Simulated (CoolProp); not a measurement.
Methanol along the isotherm 620 K: Z from the reference equation and from simpler models built on Tc = 513.4 K, pc = 82.16 bar, ω = 0.565; each cubic takes its own stable root.

The numbers come from the reference Helmholtz-energy equation of state, de Reuck 1993 in CoolProp.

```csv
p (bar),phase,reference
5.13,gas,0.9897
10.3,gas,0.9790
15.4,gas,0.9683
20.5,gas,0.9574
25.7,gas,0.9462
30.8,gas,0.9351
35.9,gas,0.9239
41.1,gas,0.9125
```

### Question
How far does each simpler model (van der Waals, Redlich-Kwong, Soave-Redlich-Kwong, Peng-Robinson) lie from the reference over these 8 states: mean and median of the absolute difference, and the worst?

### Answer
- van der Waals: mean 0.7 %, median 0.6 %, worst -1.3 % at 620 K and 41.1 bar
- Redlich-Kwong: mean 0.8 %, median 0.8 %, worst -1.5 % at 620 K and 41.1 bar
- Soave-Redlich-Kwong: mean 0.7 %, median 0.6 %, worst +1.3 % at 620 K and 41.1 bar
- Peng-Robinson: mean 0.2 %, median 0.2 %, worst -0.3 % at 620 K and 25.7 bar
